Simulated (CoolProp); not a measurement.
Vapour-liquid equilibrium of diethyl ether (1) + benzene (2) at 88.85 °C; x and y are mole fractions of (1).

Values from CoolProp's multi-fluid Helmholtz-energy mixture model, Thol 2014 and Thol 2012; pair parameters Bell 2016.

**Question.** Give the bubble pressure and the first vapour's composition at x = 0.05, 0.2, 0.425. Is there an azeotrope?

**Answer.** x = 0.05: 1.495 bar, y = 0.157; x = 0.2: 2.025 bar, y = 0.465; x = 0.425: 2.830 bar, y = 0.714. No azeotrope shows between x = 0.05 and 0.95.

Pair parameters are fitted to limited data, so mixtures are less certain than the pure fluids.
